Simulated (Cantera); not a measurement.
What does this Cantera script print?

```python
import numpy as np
import cantera as ct

gas_names = """
    O2 VO2 TaO2 SiO AL2O
""".split()
cond_names = """
    V(cr) V(L) Ta(cr) Ta(L) Si(cr) Si(L) Nb(cr) Nb(L) NbO2(I) NbO2(II) NbO2(III) NbO2(L) AL(cr) AL(L)
    V2O5(s) V2O5(L)
""".split()


def load(file, names, dense=False):
    # The tables refer to 1 bar. Condensed volumes are neglected.
    table = {s.name: s for s in ct.Species.list_from_file(file)}
    out = []
    for n in names:
        d = dict(table[n].input_data)
        d["thermo"] = dict(d["thermo"], **{"reference-pressure": 1e5})
        if dense:
            d["equation-of-state"] = {"model": "constant-volume", "density": "1e6 g/cm^3"}
        out.append(ct.Species.from_dict(d))
    return out


species = {s.name: s for s in load("nasa_gas.yaml", gas_names) + load("nasa_condensed.yaml", cond_names)}
# Each term lists the table entries of one substance; the one whose range holds T is used.
reactions = {
    'V + O2(g) = VO2(g)':
        [(-1, ['V(cr)', 'V(L)']), (-1, ['O2']), (1, ['VO2'])],
    'Ta + O2(g) = TaO2(g)':
        [(-1, ['Ta(cr)', 'Ta(L)']), (-1, ['O2']), (1, ['TaO2'])],
    '2 Si + O2(g) = 2 SiO(g)':
        [(-2, ['Si(cr)', 'Si(L)']), (-1, ['O2']), (2, ['SiO'])],
    'Nb + O2(g) = NbO2':
        [(-1, ['Nb(cr)', 'Nb(L)']), (-1, ['O2']), (1, ['NbO2(I)', 'NbO2(II)', 'NbO2(III)', 'NbO2(L)'])],
    '4 Al + O2(g) = 2 Al2O(g)':
        [(-4, ['AL(cr)', 'AL(L)']), (-1, ['O2']), (2, ['AL2O'])],
    '0.8 V + O2(g) = 0.4 V2O5':
        [(-0.8, ['V(cr)', 'V(L)']), (-1, ['O2']), (0.4, ['V2O5(s)', 'V2O5(L)'])],
}


def pick(names, T):
    return next(species[n] for n in names if species[n].thermo.min_temp <= T <= species[n].thermo.max_temp)


results = []
for label, terms in reactions.items():
    print(label)
    print("     T/K   dH/kJ  dS/(J/K)   dG/kJ   log10 K")
    for T in [1325, 1525, 1725, 1925, 2125, 2325, 2525, 2725, 2925]:
        used = [(nu, pick(names, T)) for nu, names in terms]
        dH = sum(nu * s.thermo.h(T) for nu, s in used) / 1e6
        dS = sum(nu * s.thermo.s(T) for nu, s in used) / 1e3
        dG = dH - T * dS / 1e3
        logK = -dG * 1e6 / (ct.gas_constant * T * np.log(10))
        results.append((label, T, dH, dS, dG, logK, [s.name for _, s in used]))
        print(f"{T:8g} {dH:8.1f} {dS:8.1f} {dG:8.1f} {logK:8.2f}")
```

It prints:

```
V + O2(g) = VO2(g)
     T/K   dH/kJ  dS/(J/K)   dG/kJ   log10 K
    1325   -241.9     18.1   -265.9    10.48
    1525   -244.6     16.2   -269.3     9.22
    1725   -247.7     14.3   -272.3     8.25
    1925   -251.4     12.2   -275.0     7.46
    2125   -255.8     10.1   -277.2     6.81
    2325   -283.8     -2.7   -277.6     6.24
    2525   -289.2     -4.9   -276.9     5.73
    2725   -294.8     -7.0   -275.7     5.28
    2925   -300.4     -9.0   -274.1     4.89
Ta + O2(g) = TaO2(g)
     T/K   dH/kJ  dS/(J/K)   dG/kJ   log10 K
    1325   -208.4     22.4   -238.0     9.38
    1525   -210.1     21.2   -242.4     8.30
    1725   -212.0     20.0   -246.5     7.46
    1925   -214.0     18.9   -250.4     6.79
    2125   -216.3     17.8   -254.1     6.25
    2325   -218.8     16.6   -257.5     5.79
    2525   -221.7     15.5   -260.7     5.39
    2725   -224.8     14.3   -263.7     5.05
    2925   -228.5     13.0   -266.4     4.76
2 Si + O2(g) = 2 SiO(g)
     T/K   dH/kJ  dS/(J/K)   dG/kJ   log10 K
    1325   -216.6    158.9   -427.2    16.84
    1525   -220.4    156.2   -458.7    15.71
    1725   -324.9     94.3   -487.6    14.76
    1925   -328.4     92.4   -506.2    13.74
    2125   -331.9     90.7   -524.6    12.89
    2325   -335.5     89.1   -542.5    12.19
    2525   -339.1     87.6   -560.2    11.59
    2725   -342.7     86.2   -577.6    11.07
    2925   -346.5     84.8   -594.7    10.62
Nb + O2(g) = NbO2
     T/K   dH/kJ  dS/(J/K)   dG/kJ   log10 K
    1325   -773.4   -161.7   -559.2    22.04
    1525   -770.0   -159.3   -527.1    18.05
    1725   -767.0   -157.4   -495.4    15.00
    1925   -764.3   -155.9   -464.1    12.59
    2125   -761.9   -154.8   -433.1    10.64
    2325   -666.4   -110.9   -408.6     9.18
    2525   -662.9   -109.4   -386.6     8.00
    2725   -660.0   -108.3   -364.8     6.99
    2925   -683.0   -116.7   -341.6     6.10
4 Al + O2(g) = 2 Al2O(g)
     T/K   dH/kJ  dS/(J/K)   dG/kJ   log10 K
    1325   -368.6     93.6   -492.7    19.42
    1525   -376.6     88.0   -510.8    17.50
    1725   -384.7     83.0   -527.9    15.98
    1925   -392.9     78.5   -544.0    14.76
    2125   -401.1     74.5   -559.3    13.75
    2325   -409.3     70.8   -573.8    12.89
    2525   -417.7     67.3   -587.6    12.16
    2725   -426.1     64.1   -600.8    11.52
    2925   -434.5     61.1   -613.3    10.95
0.8 V + O2(g) = 0.4 V2O5
     T/K   dH/kJ  dS/(J/K)   dG/kJ   log10 K
    1325   -580.5   -130.4   -407.8    16.08
    1525   -577.9   -128.5   -381.9    13.08
    1725   -575.8   -127.2   -356.3    10.79
    1925   -574.2   -126.4   -331.0     8.98
    2125   -573.2   -125.8   -305.8     7.52
    2325   -591.1   -134.0   -279.5     6.28
    2525   -591.0   -134.0   -252.7     5.23
    2725   -591.0   -134.0   -225.9     4.33
    2925   -591.0   -134.0   -199.1     3.56
```

Source: NASA polynomial tables (part measured, part estimated), evaluated in Cantera. Condensed species are held in their standard states even where they would react or evaporate.
